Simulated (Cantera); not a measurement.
Gas mixture: 100 % O2, at 50000 Pa, frozen composition.

Cantera's kinetic-theory transport with the Lennard-Jones parameters of GRI-Mech 3.0, ideal gas; thermal conductivity in the multicomponent form.

D: mixture-averaged diffusion coefficient of that species in the mixture.

```
T (K)  ρ (kg/m³)  cp (J/kg/K)  μ (µPa s)  λ (mW/m/K)     Pr  D (cm²/s) CH3  D (cm²/s) H2  D (cm²/s) H2O
-----  ---------  -----------  ---------  ----------  -----  -------------  ------------  -------------
400        0.481        941.4       25.6        33.9  0.712          0.767          2.67            ___
500        0.385        971.4       30.0        41.1  0.711           1.13          3.88            ___
600        0.321         1003       34.1        48.1  0.710           1.55          5.27            ___
700        0.275         1031       37.8        54.9  0.710           2.01          6.81            ___
800        0.241         1055       41.4        61.5  0.710           2.52          8.51            ___
900        0.214         1074       44.7        67.7  0.709           3.08          10.3            ___
1000       0.192         1090       47.9        73.7  0.709           3.67          12.3            ___
1100       0.175         1103       51.0        79.4  0.709           4.31          14.4            ___
```

What belongs in the gaps?


- 400, D (cm²/s) H2O: 0.809
- 500, D (cm²/s) H2O: 1.23
- 600, D (cm²/s) H2O: 1.73
- 700, D (cm²/s) H2O: 2.28
- 800, D (cm²/s) H2O: 2.90
- 900, D (cm²/s) H2O: 3.57
- 1000, D (cm²/s) H2O: 4.29
- 1100, D (cm²/s) H2O: 5.07
